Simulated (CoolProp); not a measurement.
Hexamethyldisiloxane (MM) along the isobar 1.53 MPa: fugacity coefficient from the reference equation and from simpler models built on Tc = 518.7 K, pc = 1.931 MPa, ω = 0.418; each cubic takes its own stable root.

The numbers come from the reference Helmholtz-energy equation of state, Thol 2016 in CoolProp.

```tsv
T (K)	phase	reference
469.8	liquid	0.4631
488.5	liquid	0.5859
507.3	gas	0.7008
526.1	gas	0.7408
544.9	gas	0.7729
563.7	gas	0.8000
582.4	gas	0.8231
601.2	gas	0.8433
620	gas	0.8610
```

Problem. How far does each simpler model (van der Waals, Soave-Redlich-Kwong, Peng-Robinson) lie from the reference over these 9 states: mean and median of the absolute difference, and the worst?

Solution. 
- van der Waals: mean 8.8 %, median 2.6 %, worst +39.5 % at 469.8 K and 1.53 MPa
- Soave-Redlich-Kwong: mean 2.0 %, median 1.6 %, worst +3.8 % at 469.8 K and 1.53 MPa
- Peng-Robinson: mean 0.9 %, median 1.0 %, worst -1.2 % at 526.1 K and 1.53 MPa
